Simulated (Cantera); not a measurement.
What does this Cantera script print?

```python
import numpy as np
import cantera as ct

gas = ct.Solution("SiF4_NH3_mec.yaml", "gas")
gas.TPX = 1675, 1800, {'NH3': 1, 'H2': 1.8, 'N2': 0.0076}
reactor = ct.IdealGasConstPressureReactor(gas, energy="off", clone=False)
net = ct.ReactorNet([reactor])
net.rtol, net.atol = 1e-08, 1e-18
show = ['NH3', 'H2', 'NH2', 'N2', 'N2H4']
times = np.geomspace(3e-06, 20, 12)

steps = ct.SolutionArray(gas, extra=["t"])
rows = []
print(f"{'t/s':>10s}{'T/K':>9s}{'P/Pa':>11s}" + "".join(f"{s:>11s}" for s in show))
for t in times:
    while net.time < t:
        t_next = net.step()
        steps.append(gas.state, t=t_next)
    rows.append([np.interp(t, steps.t, y) for y in (steps.T, steps.P, *steps(*show).X.T)])
    print(f"{t:10.3e}{rows[-1][0]:9.1f}{rows[-1][1]:11.4g}" + "".join(f"{x:11.3e}" for x in rows[-1][2:]))
rate = np.gradient(steps.T, steps.t)
print("integrator steps:", len(steps.t))
if steps.T.max() > steps.T[0] + 200:
    print(f"time of steepest temperature rise: {steps.t[rate.argmax()]:.4e} s")
gas.TPX = 1675, 1800, {'NH3': 1, 'H2': 1.8, 'N2': 0.0076}
gas.equilibrate("TP")
print(f"equilibrium (TP): T = {gas.T:.1f} K  " + "  ".join(f"{s} {gas[s].X[0]:.3e}" for s in show))
```

Output:

```
       t/s      T/K       P/Pa        NH3         H2        NH2         N2       N2H4
 3.000e-06   1675.0       1800  3.562e-01  6.411e-01  3.000e-09  2.707e-03  2.661e-20
 1.252e-05   1675.0       1800  3.562e-01  6.411e-01  1.319e-08  2.707e-03  2.020e-18
 5.222e-05   1675.0       1800  3.562e-01  6.411e-01  5.814e-08  2.707e-03  1.440e-16
 2.179e-04   1675.0       1800  3.562e-01  6.411e-01  2.469e-07  2.707e-03  6.924e-15
 9.090e-04   1675.0       1800  3.562e-01  6.411e-01  1.034e-06  2.707e-03  1.856e-13
 3.792e-03   1675.0       1800  3.562e-01  6.411e-01  4.319e-06  2.707e-03  3.620e-12
 1.582e-02   1675.0       1800  3.562e-01  6.411e-01  1.799e-05  2.707e-03  6.451e-11
 6.601e-02   1675.0       1800  3.561e-01  6.411e-01  7.286e-05  2.718e-03  1.061e-09
 2.754e-01   1675.0       1800  3.548e-01  6.418e-01  1.420e-04  3.150e-03  4.021e-09
 1.149e+00   1675.0       1800  3.484e-01  6.459e-01  1.408e-04  5.500e-03  3.953e-09
 4.794e+00   1675.0       1800  3.233e-01  6.617e-01  1.338e-04  1.468e-02  3.570e-09
 2.000e+01   1675.0       1800  2.424e-01  7.130e-01  1.097e-04  4.437e-02  2.398e-09
integrator steps: 440
equilibrium (TP): T = 1675.0 K  NH3 2.023e-07  H2 8.659e-01  NH2 4.732e-10  N2 1.333e-01  N2H4 4.493e-20
```

Cantera simulation using the gas-phase N/H chemistry of the illustrative SiF4/NH3 mechanism in the Surface Chemkin manual (1991); the numbers are that mechanism's predictions, not measurements. Walls and surfaces, which speed up NH3 decomposition in real reactors, are not modelled.
